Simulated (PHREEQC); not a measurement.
1 kg of water holding 0.011 mol MgCl2, 0.15 mol KCl and 0.01 mol SrCl2 is evaporated at 25 °C; the solids stay in contact with the brine. The system is closed to CO2. The run lets Bischofite, Brucite, Carnallite, Sylvite, MgCl2_4H2O precipitate or redissolve, and no other solid.

All values are PHREEQC results (Pitzer model, pitzer.dat), not measurements.

```json
[
 {"water left (kg)": "1", "ionic strength": "0.213", "water activity": "0.994", "Sylvite (mol)": "0", "Sr in solution (mol/kgw)": "0.0100"},
 {"water left (kg)": "0.8219", "ionic strength": "0.259", "water activity": "0.993", "Sylvite (mol)": "0", "Sr in solution (mol/kgw)": "0.0122"},
 {"water left (kg)": "0.6755", "ionic strength": "0.315", "water activity": "0.991", "Sylvite (mol)": "0", "Sr in solution (mol/kgw)": "0.0148"},
 {"water left (kg)": "0.4563", "ionic strength": "0.467", "water activity": "0.987", "Sylvite (mol)": "0", "Sr in solution (mol/kgw)": "0.0219"},
 {"water left (kg)": "0.375", "ionic strength": "0.568", "water activity": "0.985", "Sylvite (mol)": "0", "Sr in solution (mol/kgw)": "0.0267"},
 {"water left (kg)": "0.3082", "ionic strength": "0.691", "water activity": "0.981", "Sylvite (mol)": "0", "Sr in solution (mol/kgw)": "0.0324"},
 {"water left (kg)": "0.2533", "ionic strength": "0.841", "water activity": "0.977", "Sylvite (mol)": "0", "Sr in solution (mol/kgw)": "0.0395"},
 {"water left (kg)": "0.2082", "ionic strength": "1.02", "water activity": "0.972", "Sylvite (mol)": "0", "Sr in solution (mol/kgw)": "0.0480"},
 {"water left (kg)": "0.1711", "ionic strength": "1.24", "water activity": "0.966", "Sylvite (mol)": "0", "Sr in solution (mol/kgw)": "0.0584"},
 {"water left (kg)": "0.1156", "ionic strength": "1.84", "water activity": "0.949", "Sylvite (mol)": "0", "Sr in solution (mol/kgw)": "0.0865"},
 {"water left (kg)": "0.09502", "ionic strength": "2.24", "water activity": "0.938", "Sylvite (mol)": "0", "Sr in solution (mol/kgw)": "0.105"},
 {"water left (kg)": "0.07809", "ionic strength": "2.73", "water activity": "0.924", "Sylvite (mol)": "0", "Sr in solution (mol/kgw)": "0.128"},
 {"water left (kg)": "0.06418", "ionic strength": "3.32", "water activity": "0.906", "Sylvite (mol)": "0", "Sr in solution (mol/kgw)": "0.156"},
 {"water left (kg)": "0.05275", "ionic strength": "4.04", "water activity": "0.883", "Sylvite (mol)": "0", "Sr in solution (mol/kgw)": "0.190"},
 {"water left (kg)": "0.04335", "ionic strength": "4.91", "water activity": "0.855", "Sylvite (mol)": "0", "Sr in solution (mol/kgw)": "0.231"},
 {"water left (kg)": "0.0293", "ionic strength": "5.86", "water activity": "0.827", "Sylvite (mol)": "0.0413", "Sr in solution (mol/kgw)": "0.341"},
 {"water left (kg)": "0.02407", "ionic strength": "6.10", "water activity": "0.822", "Sylvite (mol)": "0.0660", "Sr in solution (mol/kgw)": "0.415"},
 {"water left (kg)": "0.01979", "ionic strength": "6.41", "water activity": "0.816", "Sylvite (mol)": "0.0862", "Sr in solution (mol/kgw)": "0.505"},
 {"water left (kg)": "0.01627", "ionic strength": "6.79", "water activity": "0.807", "Sylvite (mol)": "0.103", "Sr in solution (mol/kgw)": "0.615"},
 {"water left (kg)": "0.01337", "ionic strength": "7.28", "water activity": "0.794", "Sylvite (mol)": "0.116", "Sr in solution (mol/kgw)": "0.748"},
 {"water left (kg)": "0.01099", "ionic strength": "7.90", "water activity": "0.775", "Sylvite (mol)": "0.126", "Sr in solution (mol/kgw)": "0.910"},
 {"water left (kg)": "0.007426", "ionic strength": "9.78", "water activity": "0.706", "Sylvite (mol)": "0.140", "Sr in solution (mol/kgw)": "1.35"},
 {"water left (kg)": "0.006093", "ionic strength": "11.2", "water activity": "0.646", "Sylvite (mol)": "0.145", "Sr in solution (mol/kgw)": "1.64"},
 {"water left (kg)": "0.005012", "ionic strength": "13.1", "water activity": "0.563", "Sylvite (mol)": "0.147", "Sr in solution (mol/kgw)": "2.00"}
]
```

Sylvite from water left = 0.03564 kg.
